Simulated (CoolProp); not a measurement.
Hexamethyldisiloxane (MM) along the isotherm 112.75 °C: fugacity coefficient from the reference equation and from simpler models built on Tc = 245.6 °C, pc = 1.931 MPa, ω = 0.418; each cubic takes its own stable root.

Model: reference Helmholtz-energy equation of state, Thol 2016, in CoolProp.

```json
[
 {"p (MPa)": "0.0153", "phase": "gas", "reference": "0.9920", "van der Waals": "0.9953", "Redlich-Kwong": "0.9938", "Soave-Redlich-Kwong": "0.9928"},
 {"p (MPa)": "0.0347", "phase": "gas", "reference": "0.9819", "van der Waals": "0.9893", "Redlich-Kwong": "0.9860", "Soave-Redlich-Kwong": "0.9837"},
 {"p (MPa)": "0.0791", "phase": "gas", "reference": "0.9588", "van der Waals": "0.9757", "Redlich-Kwong": "0.9682", "Soave-Redlich-Kwong": "0.9629"},
 {"p (MPa)": "0.18", "phase": "liquid", "reference": "0.7355", "van der Waals": "0.9447", "Redlich-Kwong": "0.9278", "Soave-Redlich-Kwong": "0.7459"},
 {"p (MPa)": "0.41", "phase": "liquid", "reference": "0.3286", "van der Waals": "0.8737", "Redlich-Kwong": "0.6072", "Soave-Redlich-Kwong": "0.3337"},
 {"p (MPa)": "0.932", "phase": "liquid", "reference": "0.1505", "van der Waals": "0.4964", "Redlich-Kwong": "0.2797", "Soave-Redlich-Kwong": "0.1532"},
 {"p (MPa)": "2.12", "phase": "liquid", "reference": "0.07241", "van der Waals": "0.2527", "Redlich-Kwong": "0.1363", "Soave-Redlich-Kwong": "0.07419"},
 {"p (MPa)": "4.83", "phase": "liquid", "reference": "0.03899", "van der Waals": "0.1531", "Redlich-Kwong": "0.07521", "Soave-Redlich-Kwong": "0.04045"}
]
```

At some of these states van der Waals, Redlich-Kwong gives the other phase, because its saturation line lies elsewhere.
